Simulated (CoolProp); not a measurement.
A closed Brayton cycle with carbon dioxide: compressor inlet 329.15 K and 9.4 MPa, high pressure 19.9 MPa, turbine inlet 865 K, compressor efficiency 0.85, turbine efficiency 0.93, recuperator effectiveness 0.95 (on enthalpy, no pinch check). Each further row changes one setting.

Computed with CoolProp (reference Helmholtz-energy equation of state, Span 1996).

```json
[
 {"case": "as stated", "thermal efficiency (%)": "(withheld)", "net work (kJ/kg)": "74.3", "compressor to turbine work": "0.32", "compressor exit (K)": "388.1", "turbine exit (K)": "768.6"},
 {"case": "turbine inlet 815 K", "thermal efficiency (%)": "35.0", "net work (kJ/kg)": "67.3", "compressor to turbine work": "(withheld)", "compressor exit (K)": "388.1", "turbine exit (K)": "(withheld)"},
 {"case": "compressor inlet 339.15 K", "thermal efficiency (%)": "(withheld)", "net work (kJ/kg)": "(withheld)", "compressor to turbine work": "0.37", "compressor exit (K)": "(withheld)", "turbine exit (K)": "768.6"},
 {"case": "high pressure 16.9 MPa", "thermal efficiency (%)": "35.0", "net work (kJ/kg)": "60.2", "compressor to turbine work": "0.30", "compressor exit (K)": "(withheld)", "turbine exit (K)": "(withheld)"},
 {"case": "recuperator effectiveness 0.5", "thermal efficiency (%)": "18.4", "net work (kJ/kg)": "74.3", "compressor to turbine work": "0.32", "compressor exit (K)": "388.1", "turbine exit (K)": "768.6"}
]
```

### Question
Fill in the missing entries.

### Answer

- as stated, thermal efficiency (%): 36.8
- turbine inlet 815 K, compressor to turbine work: 0.34
- turbine inlet 815 K, turbine exit (K): 722.1
- compressor inlet 339.15 K, thermal efficiency (%): 36.1
- compressor inlet 339.15 K, net work (kJ/kg): 68.9
- compressor inlet 339.15 K, compressor exit (K): 404.1
- high pressure 16.9 MPa, compressor exit (K): 375.1
- high pressure 16.9 MPa, turbine exit (K): 789.2
